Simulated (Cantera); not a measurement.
Input: 1 mol C2H4, 90 mol H2, 0.18 mol N2, held at 0.000210 bar.

These are equilibrium values from Cantera (NASA tables, ideal gas, pure condensed phases), not measurements of a reactor. Candidate condensed phases: C, C6H6, C7H8, C8H18; 110 gas species. Ions and electrons are included (thermal ionisation). Equilibrium is a limit: real reactors are often held back by kinetics, nucleation or transport.

x: gas mole fraction; n: condensed amount in mol.

```tsv
T (K)	x H	x H2	x C	x C2H2 (acetylene)	x C3	x N	x N2	n C(graphite)
2000	0.106	0.891	1.45e-7	0.000685	1.32e-7	2.46e-9	0.00156	1.81
2500	0.787	0.206	0.000743	0.00196	0.00195	5.18e-7	0.000660	0
3000	0.981	?	?	?	?	?	?	0
3500	0.988	?	0.0107	?	?	?	?	0
4000	0.987	8.06e-5	0.0107	<1e-12	1.90e-10	0.00159	0.000168	0
4500	0.987	1.71e-5	0.0107	<1e-12	2.09e-12	0.00191	9.48e-6	0
5000	0.987	4.94e-6	0.0104	<1e-12	<1e-12	0.00193	7.11e-7	0
```

Fill in the missing entries.


- 3000, x H2: 0.00810
- 3000, x C: 0.00973
- 3000, x C2H2 (acetylene): 8.19e-7
- 3000, x C3: 9.73e-5
- 3000, x N: 2.75e-5
- 3000, x N2: 0.000819
- 3500, x H2: 0.000587
- 3500, x C2H2 (acetylene): 7.18e-11
- 3500, x C3: 5.98e-8
- 3500, x N: 0.000414
- 3500, x N2: 0.000733
